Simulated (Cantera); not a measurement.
Input (Python, Cantera):

```python
import numpy as np
import cantera as ct

gas = ct.Solution("h2o2.yaml")
gas.TPX = 675, 28000, {'H2': 1, 'O2': 0.417, 'N2': 1.21}
flame = ct.FreeFlame(gas, width=0.098)
flame.set_refine_criteria(ratio=3, slope=0.08, curve=0.16)
flame.transport_model = "mixture-averaged"
flame.solve(loglevel=0, auto=True)
flame.transport_model = "multicomponent"
flame.soret_enabled = False
flame.solve(loglevel=0, refine_grid=True)
z, T = flame.grid, flame.T
thick = (T[-1] - T[0]) / np.gradient(T, z).max()
show = ['H2', 'O2', 'OH', 'H2O', 'H', 'HO2']
print(f"laminar burning velocity  {flame.velocity[0] * 100:.3f} cm/s")
print(f"burnt temperature         {T[-1]:.1f} K")
print(f"thermal thickness         {thick * 1e3:.4f} mm")
print(f"grid points               {len(z)}")
z0 = z[flame.heat_release_rate.argmax()]
print(f"{'z/mm':>9s}{'T/K':>9s}{'u/(m/s)':>9s}" + "".join(f"{s:>11s}" for s in show))
rows = []
for k in (-3, -2, -1.5, -1, -0.5, -0.25, 0, 0.25, 0.5, 1, 2, 4, 8):
    zz = z0 + k * thick
    rows.append([k * thick, np.interp(zz, z, T), np.interp(zz, z, flame.velocity),
                 *(np.interp(zz, z, flame.X[gas.species_index(s)]) for s in show)])
    print(f"{rows[-1][0] * 1e3:9.3f}{rows[-1][1]:9.1f}{rows[-1][2]:9.3f}" + "".join(f"{x:11.3e}" for x in rows[-1][3:]))
```

Output:

```
laminar burning velocity  1038.783 cm/s
burnt temperature         2618.3 K
thermal thickness         2.3665 mm
grid points               128
     z/mm      T/K  u/(m/s)         H2         O2         OH        H2O          H        HO2
   -7.099    675.0   10.388  3.807e-01  1.587e-01  8.461e-17  1.408e-13  2.919e-14  5.105e-12
   -4.733    675.0   10.388  3.807e-01  1.587e-01  4.288e-14  4.588e-12  1.622e-11  8.581e-11
   -3.550    675.0   10.388  3.807e-01  1.587e-01  3.005e-12  1.715e-10  1.249e-09  3.316e-09
   -2.366    675.0   10.388  3.807e-01  1.587e-01  9.336e-10  3.713e-08  3.461e-07  5.286e-07
   -1.183    681.6   10.483  3.797e-01  1.585e-01  2.783e-05  4.158e-04  4.276e-04  7.944e-05
   -0.592    799.0   12.203  3.581e-01  1.541e-01  4.146e-04  1.192e-02  1.092e-02  6.249e-05
    0.000   1206.0   17.808  1.993e-01  9.846e-02  4.818e-03  1.255e-01  8.381e-02  2.903e-05
    0.592   1509.4   21.936  8.647e-02  3.256e-02  1.215e-02  2.430e-01  1.211e-01  9.061e-06
    1.183   1639.9   23.634  8.198e-02  2.510e-02  1.545e-02  2.567e-01  1.117e-01  6.129e-06
    2.366   1793.5   25.565  8.628e-02  2.206e-02  1.894e-02  2.641e-01  9.521e-02  4.560e-06
    4.733   1966.6   27.663  8.959e-02  1.881e-02  2.219e-02  2.739e-01  7.749e-02  3.301e-06
    9.466   2149.7   29.799  9.091e-02  1.529e-02  2.443e-02  2.866e-01  6.015e-02  2.372e-06
   18.932   2329.0   31.812  9.008e-02  1.175e-02  2.497e-02  3.013e-01  4.462e-02  1.859e-06
```

Detailed kinetics in Cantera: the H2/O2 subset of GRI-Mech 3.0, which has no nitrogen chemistry. Burning velocities carry a grid error of a few per cent, more on coarse grids.
